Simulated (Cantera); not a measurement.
A perfectly stirred reactor is fed with CH₄ : CO₂ = 1 : 3.5 (molar parts), at 1.90 bar; it is held at 2223 K, and followed from long to short residence time.

Detailed kinetics in Cantera: GRI-Mech 3.0 (53 species, 325 reactions).

Task: Predict: x(CH₄) at τ = 1.10 s; x(CO₂) at τ = 1.10 s; x(O) at τ = 1.10 s; x(HO₂) at τ = 1.10 s; x(H₂O₂) at τ = 1.10 s; x(CH₄) at τ = 10.0 ms; x(CO₂) at τ = 10.0 ms; x(O) at τ = 10.0 ms; x(HO₂) at τ = 10.0 ms; x(H₂O₂) at τ = 10.0 ms.

Result: 
| Property | Result |
|---|---|
| x(CH₄) at τ = 1.10 s | 9.16e-6 |
| x(CO₂) at τ = 1.10 s | 0.182 |
| x(O) at τ = 1.10 s | 3.89e-6 |
| x(HO₂) at τ = 1.10 s | 2.50e-9 |
| x(H₂O₂) at τ = 1.10 s | 1.72e-9 |
| x(CH₄) at τ = 10.0 ms | 0.00149 |
| x(CO₂) at τ = 10.0 ms | 0.188 |
| x(O) at τ = 10.0 ms | 2.20e-6 |
| x(HO₂) at τ = 10.0 ms | 1.48e-9 |
| x(H₂O₂) at τ = 10.0 ms | 1.06e-9 |
